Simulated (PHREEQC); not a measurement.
0.71 g of hydrous ferric oxide (600 m²/g; 0.2 weak and 0.005 strong sites per Fe, Dzombak-Morel constants, diffuse double layer) in 1 kg of water with 0.01 mol/kgw of an inert sodium salt and 2.7 mmol/kgw Na2HAsO4, at 25 °C; the pH is set by adding NaOH or the inert anion's acid. O2 is buffered at 0.21 atm. No CO2 enters from the air. Precipitation was switched off in this run.

Model: ion-association model, wateq4f.dat, run in PHREEQC.

**Question.** Predict As sorbed (%), surface charge σ (C/m²) at pH = 4.75, 9.25.

**Answer.** 
```tsv
pH	As sorbed (%)	surface charge σ (C/m²)
4.75	58.5	-0.003
9.25	17.6	-0.070
```

Species that the database lacks are ignored.
